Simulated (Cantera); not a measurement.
An isothermal, constant-pressure homogeneous reactor starts with 6.88 % H₂, 7.16 % O₂, 86.0 % N₂, equivalence ratio 0.48, at 1073 K and 100.0 Torr.

Cantera simulation using GRI-Mech 3.0 (53 species, 325 reactions); the numbers are that mechanism's predictions, not measurements. The temperature is held fixed by assumption; the heat of reaction is taken as removed at once.

One state of this run: x H₂ = 1.16e-7; x O₂ = 0.0386; x NO = 2.49e-6; x H = 1.86e-9; x H₂O = 0.0712; x O = 1.10e-7; x N₂O = 2.93e-8. x: mole fraction; the columns are a selection and need not sum to one.

Question: Which value of t (s) does it belong to?
(A) 0.00428
(B) 0.654
(C) 0.0529
(D) 8.09

Answer: B, 0.654
